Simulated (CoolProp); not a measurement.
Vapour-liquid equilibrium of fluoroethane (R161) (1) + R134a (2) at 0.371 MPa; x and y are mole fractions of (1).

The numbers come from the multi-fluid Helmholtz-energy mixture model, Wu 2012 and Tillner-Roth 1994; pair parameters Bell 2016 in CoolProp.

```tsv
x	bubble temperature, mixture model (K)	bubble temperature, Raoult's law (K)	y, mixture model	y, Raoult's law
0.05	?	279.2	0.063	0.072
0.2	?	277.3	?	0.269
0.35	276.4	275.4	0.423	0.444
0.5	?	273.6	?	0.598
0.65	?	272.0	?	0.736
0.8	270.9	270.3	0.861	0.858
0.95	268.9	268.8	?	0.966
```

What belongs in the gaps?


- 0.05, bubble temperature, mixture model (K): 279.4
- 0.2, bubble temperature, mixture model (K): 278.0
- 0.2, y, mixture model: 0.248
- 0.5, bubble temperature, mixture model (K): 274.6
- 0.5, y, mixture model: 0.586
- 0.65, bubble temperature, mixture model (K): 272.8
- 0.65, y, mixture model: 0.733
- 0.95, y, mixture model: 0.969

The largest gap from Raoult's law is +1.0 K in bubble temperature, at x = 0.5. No azeotrope shows between x = 0.05 and 0.95.

Pair parameters are fitted to limited data, so mixtures are less certain than the pure fluids.
